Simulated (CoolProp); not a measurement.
Carbon dioxide along the isotherm 58.15 °C: Z from the reference equation and from simpler models built on Tc = 31.0 °C, pc = 7.377 MPa, ω = 0.224; each cubic takes its own stable root.

Values from CoolProp's reference Helmholtz-energy equation of state, Span 1996.

```csv
p (MPa),phase,reference
0.461,gas,0.9837
0.922,gas,0.9672
1.38,gas,0.9504
1.84,gas,0.9332
2.31,gas,0.9153
2.77,gas,0.8973
3.23,gas,0.8789
3.69,gas,0.8601
```

Problem. How far does each simpler model (Pitzer virial, van der Waals, Redlich-Kwong, Soave-Redlich-Kwong, Peng-Robinson) lie from the reference over these 8 states: mean and median of the absolute difference, and the worst?

Solution. 
- Pitzer virial: mean 0.5 %, median 0.4 %, worst +1.3 % at 58.15 °C and 3.69 MPa
- van der Waals: mean 0.4 %, median 0.4 %, worst +0.6 % at 58.15 °C and 3.69 MPa
- Redlich-Kwong: mean 0.2 %, median 0.2 %, worst -0.5 % at 58.15 °C and 3.69 MPa
- Soave-Redlich-Kwong: mean 0.1 %, median 0.1 %, worst +0.3 % at 58.15 °C and 3.69 MPa
- Peng-Robinson: mean 0.9 %, median 0.9 %, worst -1.6 % at 58.15 °C and 3.69 MPa
